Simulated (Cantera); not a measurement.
An adiabatic, constant-volume homogeneous reactor starts with CH₄ : H₂ : O₂ : N₂ : H₂O = 1 : 0.15 : 3.46 : 12.8 : 1.2 (molar parts), equivalence ratio 0.60, at 1650 K and 2.70 bar. Integrator tolerance rtol = 1e-08.

Model: GRI-Mech 3.0 (53 species, 325 reactions), integrated in Cantera.

Question: What does this change do: pressure from 2.70 bar to 1.00 bar?

Answer: 
```
quantity                                                            before                                    after
---------------------------------  ---------------------------------------  ---------------------------------------
time of steepest temperature rise                                  82.1 µs                                 0.189 ms
temperature at 0.500 s                                              2737 K                                   2681 K
equilibrium temperature                                             2737 K                                   2681 K
x(CH₄) at 0.500 s                    <1e-12 (gas-phase equilibrium <1e-12)    <1e-12 (gas-phase equilibrium <1e-12)
x(H₂) at 0.500 s                   0.00510 (gas-phase equilibrium 0.00510)  0.00649 (gas-phase equilibrium 0.00649)
x(O₂) at 0.500 s                     0.0654 (gas-phase equilibrium 0.0654)    0.0665 (gas-phase equilibrium 0.0665)
x(HCO) at 0.500 s                  9.62e-9 (gas-phase equilibrium 9.62e-9)  6.89e-9 (gas-phase equilibrium 6.89e-9)
x(OH) at 0.500 s                     0.0186 (gas-phase equilibrium 0.0186)    0.0204 (gas-phase equilibrium 0.0204)
x(C₂H₆) at 0.500 s                   <1e-12 (gas-phase equilibrium <1e-12)    <1e-12 (gas-phase equilibrium <1e-12)
x(O) at 0.500 s                    0.00509 (gas-phase equilibrium 0.00509)  0.00671 (gas-phase equilibrium 0.00671)
```

Question: What does this change do: initial temperature 1650 to 1500 K?

Answer: 
```
quantity                                                            before                                    after
---------------------------------  ---------------------------------------  ---------------------------------------
time of steepest temperature rise                                  82.1 µs                                 0.251 ms
temperature at 0.500 s                                              2737 K                                   2666 K
equilibrium temperature                                             2737 K                                   2666 K
x(CH₄) at 0.500 s                    <1e-12 (gas-phase equilibrium <1e-12)    <1e-12 (gas-phase equilibrium <1e-12)
x(H₂) at 0.500 s                   0.00510 (gas-phase equilibrium 0.00510)  0.00375 (gas-phase equilibrium 0.00375)
x(O₂) at 0.500 s                     0.0654 (gas-phase equilibrium 0.0654)    0.0659 (gas-phase equilibrium 0.0659)
x(HCO) at 0.500 s                  9.62e-9 (gas-phase equilibrium 9.62e-9)  5.30e-9 (gas-phase equilibrium 5.30e-9)
x(OH) at 0.500 s                     0.0186 (gas-phase equilibrium 0.0186)    0.0154 (gas-phase equilibrium 0.0154)
x(C₂H₆) at 0.500 s                   <1e-12 (gas-phase equilibrium <1e-12)    <1e-12 (gas-phase equilibrium <1e-12)
x(O) at 0.500 s                    0.00509 (gas-phase equilibrium 0.00509)  0.00367 (gas-phase equilibrium 0.00367)
```
